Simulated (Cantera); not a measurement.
An isothermal, constant-pressure homogeneous reactor starts with 1.17 % CH2O, 1.27 % O2, 97.6 % N2, equivalence ratio 0.92, at 1523 K and 2.90 bar.

Detailed kinetics in Cantera: GRI-Mech 3.0 (53 species, 325 reactions).

x: mole fraction; the columns are a selection and need not sum to one.

| t (s) | x CH2O | x O2 | x C2H4 | x H | x NO | x HCN | x CO2 |
|---|---|---|---|---|---|---|---|
| 3.00e-5 | 0.0101 | 0.0123 | <1e-12 | 1.96e-5 | 2.26e-12 | <1e-12 | 2.28e-6 |
| 0.000150 | 3.30e-10 | [?] | <1e-12 | [?] | [?] | 8.59e-12 | [?] |
| 0.000754 | 1.91e-11 | 0.00225 | <1e-12 | 0.000383 | 7.92e-6 | <1e-12 | 0.00948 |
| 0.00378 | <1e-12 | 0.00124 | <1e-12 | 3.57e-5 | 8.71e-6 | <1e-12 | 0.0112 |
| 0.0189 | <1e-12 | 0.00100 | <1e-12 | 2.11e-6 | 8.90e-6 | <1e-12 | 0.0116 |
| 0.0950 | <1e-12 | 0.000973 | <1e-12 | 9.32e-8 | 8.93e-6 | <1e-12 | 0.0117 |
| 0.476 | <1e-12 | 0.000971 | <1e-12 | 1.19e-8 | 8.95e-6 | <1e-12 | 0.0117 |
| 2.39 | <1e-12 | 0.000970 | <1e-12 | 1.03e-8 | 8.96e-6 | <1e-12 | 0.0117 |
| 12.0 | <1e-12 | 0.000970 | <1e-12 | 1.03e-8 | 9.04e-6 | <1e-12 | 0.0117 |
| 60.0 | <1e-12 | 0.000970 | <1e-12 | 1.03e-8 | 9.41e-6 | <1e-12 | 0.0117 |

Question: Complete the blanks.

Answer: 
- 0.000150, x O2: 0.00538
- 0.000150, x H: 0.00223
- 0.000150, x NO: 2.59e-6
- 0.000150, x CO2: 0.00341
